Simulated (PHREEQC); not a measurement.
A column of 1 m (40 cells, dispersivity 0.08 m, 720 s a shift, diffusion coefficient 3e-10 m²/s) holds 0.019 eq of the database's cation exchanger X per kg of pore water, first in equilibrium with 0.0051 mol CdCl2, 0.059 mol KCl and 1e-05 mol HCl per kg of water. It is flushed with 0.02 mol MnCl2, 0.00069 mol KCl and 1e-05 mol HCl per kg of water, at 25 °C. Values are for the last cell. CO2 from the air is kept out. No solid was allowed to form.

Base run: PHREEQC, ion-association model, phreeqc.dat. Each further column changes one thing. The table gives Mn in solution (mol/kgw).

| pore volumes | base | exchange capacity from 0.019 to 0.0095 eq/kgw | dispersivity from 0.08 to 0.16 m |
|---|---|---|---|
| 0 | 0 | 0 | 0 |
| 0.2125 | 3.25e-9 | 2.27e-8 | 2.82e-6 |
| 0.5125 | 0.000200 | 0.000477 | 0.000969 |
| 0.7125 | 0.00129 | 0.00254 | 0.00291 |
| 0.9125 | 0.00337 | 0.00584 | 0.00533 |
| 1.212 | 0.00753 | 0.0111 | 0.00900 |
| 1.413 | 0.0104 | 0.0139 | 0.0112 |
| 1.613 | 0.0130 | 0.0160 | 0.0131 |
| 1.812 | 0.0151 | 0.0175 | 0.0146 |
| 2.112 | 0.0173 | 0.0188 | 0.0164 |
| 2.312 | 0.0182 | 0.0193 | 0.0173 |
| 2.513 | 0.0189 | 0.0196 | 0.0180 |
| 2.812 | 0.0194 | 0.0198 | 0.0187 |
| 3.013 | 0.0196 | 0.0199 | 0.0190 |
